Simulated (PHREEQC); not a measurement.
**Buffer**

Dissolve 0.015 mol NaHCO3 and 0.0016 mol NaOH per kg of water at 25 °C. Closed to the air; pH follows from the charge balance.

Model: ion-association model, phreeqc.dat, run in PHREEQC.

No solid was allowed to form.

### Question
What pH, specific conductance, ionic strength does the model give?

### Answer
pH 9.17; specific conductance 1450 µS/cm; ionic strength 0.0176 mol/kgw.

### Question
In which forms is C present?

### Answer
HCO3- 89 %, CO3-2 9.0 %, NaCO3- 1.7 %, NaHCO3 0.6 % of the C.

Complexes and solids missing from the database can't appear.
